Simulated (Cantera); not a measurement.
**Stirred combustor or abatement burner**

A perfectly stirred reactor is fed with CH4 : H2 : O2 : N2 = 1 : 0.71 : 5.01 : 18.8 (molar parts), equivalence ratio 0.47, at 5.00 bar; it is adiabatic with a 500 K inlet, and is followed from long to short residence time, starting on the burning branch (τ in s: 0.13, 0.045, 0.016, 0.0056, 0.002, 0.0007, 0.00025, 8.8e-05, 3.1e-05, 1.1e-05).

Detailed kinetics in Cantera: GRI-Mech 3.0 (53 species, 325 reactions).

| τ (s) | T (K) | x CH4 | x H2 | x O2 | x CH2O | x C2H2 |
|---|---|---|---|---|---|---|
| 0.13 | 1611 | 8.36e-6 | 1.33e-5 | 0.106 | 7.18e-7 | 2.90e-9 |
| 0.045 | 1609 | 1.74e-5 | 2.77e-5 | 0.106 | 1.54e-6 | 7.70e-9 |
| 0.016 | 1606 | 3.54e-5 | 5.75e-5 | 0.106 | 3.26e-6 | 1.72e-8 |
| 0.0056 | 1601 | 7.37e-5 | 0.000123 | 0.106 | 7.10e-6 | 3.44e-8 |
| 0.0020 | 1589 | 0.000157 | 0.000268 | 0.107 | 1.58e-5 | 6.28e-8 |
| 0.00070 | 1558 | 0.000393 | 0.000664 | 0.108 | 4.02e-5 | 1.28e-7 |
| 0.00025 | 500 | 0.0392 | 0.0278 | 0.196 | <1e-12 | <1e-12 |
| 8.8e-5 | 500 | 0.0392 | 0.0278 | 0.196 | <1e-12 | <1e-12 |
| 3.1e-5 | 500 | 0.0392 | 0.0278 | 0.196 | <1e-12 | <1e-12 |
| 1.1e-5 | 500 | 0.0392 | 0.0278 | 0.196 | <1e-12 | <1e-12 |
x: mole fraction; the columns are a selection and need not sum to one.
